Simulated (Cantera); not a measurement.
Input: 1 mol Fe2O3, 0.34 mol H2, 0.98 mol H2O, equilibrated at 12.0 Pa.

Method: chemical equilibrium by Gibbs-energy minimisation in Cantera with the NASA 1993 tables (ideal gas, pure condensed phases). Candidate condensed phases: Fe, FeO, Fe(OH)2, Fe(OH)3, Fe2O3, Fe3O4, H2O; 12 gas species. Mutual solubility and eutectic melting of coexisting phases are not modelled. The tables' stoichiometric FeO is somewhat more stable than real wüstite, so its field is too wide. FeO: taken at fixed stoichiometry. Kinetics and transport are ignored.

log p: log10 of the partial pressure in bar; n: condensed amount in mol.

| T (°C) | log p H2O | log p O2 | log p H2 | log p OH | log p H | log p O | n Fe3O4(s) | n FeO(s) | n FeO(l) |
|---|---|---|---|---|---|---|---|---|---|
| 775 | -3.92 | -14.34 | -6.22 | -11.43 | -11.22 | <-15 | 0.667 | 0 | 0 |
| 850 | -3.92 | ? | -6.22 | ? | ? | ? | 0.667 | 0 | 0 |
| 925 | -3.92 | ? | -6.22 | ? | ? | ? | 0.667 | 0 | 0 |
| 1000 | -3.92 | -9.96 | -6.22 | -8.90 | -9.26 | -11.95 | 0.667 | 0 | 0 |
| 1075 | -3.92 | -8.83 | -6.21 | -8.24 | -8.74 | -10.80 | 0.667 | 0 | 0 |
| 1150 | -3.92 | -7.85 | -6.19 | -7.67 | -8.27 | -9.80 | 0.667 | 0 | 0 |
| 1225 | -3.92 | -7.11 | -6.10 | -7.18 | -7.82 | -8.96 | 0.667 | 0 | 0 |
| 1300 | -3.93 | -6.61 | -5.94 | -6.79 | -7.36 | -8.29 | 0.667 | 0 | 0 |
| 1375 | -3.93 | -6.24 | -5.75 | -6.45 | -6.93 | -7.72 | 0.665 | 0.00315 | 0 |
| 1450 | -3.95 | -5.25 | -5.92 | -5.99 | -6.70 | -6.87 | 0.538 | 0 | 0.386 |

Task: Fill in the missing entries.

Result: 
- 925, log p O2: -11.24
- 925, log p OH: -9.64
- 925, log p H: -9.83
- 925, log p O: -13.24
- 850, log p O2: -12.69
- 850, log p OH: -10.47
- 850, log p H: -10.48
- 850, log p O: -14.70
